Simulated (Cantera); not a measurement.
**Adiabatic ignition**

An adiabatic, constant-pressure homogeneous reactor starts with 11.6 % CH3OH, 10.9 % O2, 77.5 % N2, equivalence ratio 1.6, at 1400 K and 3.85 atm.

Detailed kinetics in Cantera: GRI-Mech 3.0 (53 species, 325 reactions). GRI-Mech 3.0 was tuned for natural gas; its chemistry of methanol as a main component is partial and can be far from experiment.

| t (s) | T (K) | x CH3OH | x O2 | x C2H6 | x N2O | x CH3 | x CO | x CH2O |
|---|---|---|---|---|---|---|---|---|
| 6.00e-6 | 1400 | 0.116 | 0.109 | 2.34e-9 | 2.19e-11 | 2.29e-6 | 2.47e-6 | 2.16e-5 |
| 1.95e-5 | 1400 | 0.116 | 0.109 | 1.65e-8 | 2.55e-10 | 2.52e-6 | 8.32e-6 | 8.70e-5 |
| 6.36e-5 | 1400 | 0.116 | 0.109 | 4.58e-8 | 2.68e-9 | 1.70e-6 | 3.87e-5 | 0.000589 |
| 0.000207 | 2055 | <1e-12 | 0.00529 | <1e-12 | 9.69e-8 | 7.33e-12 | 0.0733 | 6.57e-9 |
| 0.000673 | 2380 | <1e-12 | 3.13e-5 | <1e-12 | 1.80e-8 | 2.41e-12 | 0.0669 | 5.12e-9 |
| 0.00219 | 2381 | <1e-12 | 2.78e-5 | <1e-12 | 1.76e-8 | 2.49e-12 | 0.0669 | 5.13e-9 |
| 0.00713 | 2381 | <1e-12 | 2.77e-5 | <1e-12 | 1.82e-8 | 2.50e-12 | 0.0669 | 5.13e-9 |
| 0.0232 | 2380 | <1e-12 | 2.74e-5 | <1e-12 | 1.97e-8 | 2.51e-12 | 0.0669 | 5.14e-9 |
| 0.0755 | 2380 | <1e-12 | 2.74e-5 | <1e-12 | 2.02e-8 | 2.52e-12 | 0.0669 | 5.14e-9 |
| 0.246 | 2380 | <1e-12 | 2.74e-5 | <1e-12 | 2.02e-8 | 2.52e-12 | 0.0669 | 5.14e-9 |
| 0.800 | 2380 | <1e-12 | 2.74e-5 | <1e-12 | 2.02e-8 | 2.52e-12 | 0.0669 | 5.14e-9 |
x: mole fraction; the columns are a selection and need not sum to one.

```
Quantity                                                            Result
---------------------------------  ---------------------------------------
time of steepest temperature rise                                 0.204 ms
temperature at 0.800 s                                              2380 K
equilibrium temperature                                             2380 K
x(CH3OH) at 0.800 s                  <1e-12 (gas-phase equilibrium <1e-12)
x(O2) at 0.800 s                   2.74e-5 (gas-phase equilibrium 2.74e-5)
x(C2H6) at 0.800 s                   <1e-12 (gas-phase equilibrium <1e-12)
```
